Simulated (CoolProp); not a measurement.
A simple Rankine cycle with R141b: condensing at 303.15 K, boiler at 0.436 MPa, turbine inlet 499 K, turbine efficiency 0.65, pump efficiency 0.7, no recuperator. Each further row changes one setting.

The numbers come from the reference Helmholtz-energy equation of state, Lemmon 2006 in CoolProp. It is a short technical equation, of lower accuracy than the large ones.

```json
[
 {"case": "as stated", "thermal efficiency (%)": "8.2", "net work (kJ/kg)": "32.4", "heat in (kJ/kg)": "397", "turbine exit temperature (K)": "462.8", "volume ratio over the turbine": "4.39"},
 {"case": "condensing temperature 295.15 K", "thermal efficiency (%)": "9.4", "net work (kJ/kg)": "(withheld)", "heat in (kJ/kg)": "(withheld)", "turbine exit temperature (K)": "(withheld)", "volume ratio over the turbine": "5.82"},
 {"case": "boiler pressure 0.305 MPa", "thermal efficiency (%)": "6.4", "net work (kJ/kg)": "(withheld)", "heat in (kJ/kg)": "398", "turbine exit temperature (K)": "471.3", "volume ratio over the turbine": "3.10"},
 {"case": "turbine efficiency 0.55", "thermal efficiency (%)": "6.9", "net work (kJ/kg)": "27.3", "heat in (kJ/kg)": "397", "turbine exit temperature (K)": "(withheld)", "volume ratio over the turbine": "(withheld)"}
]
```

What belongs in the gaps?


- condensing temperature 295.15 K, net work (kJ/kg): 38.3
- condensing temperature 295.15 K, heat in (kJ/kg): 406
- condensing temperature 295.15 K, turbine exit temperature (K): 456.4
- boiler pressure 0.305 MPa, net work (kJ/kg): 25.3
- turbine efficiency 0.55, turbine exit temperature (K): 468.0
- turbine efficiency 0.55, volume ratio over the turbine: 4.44
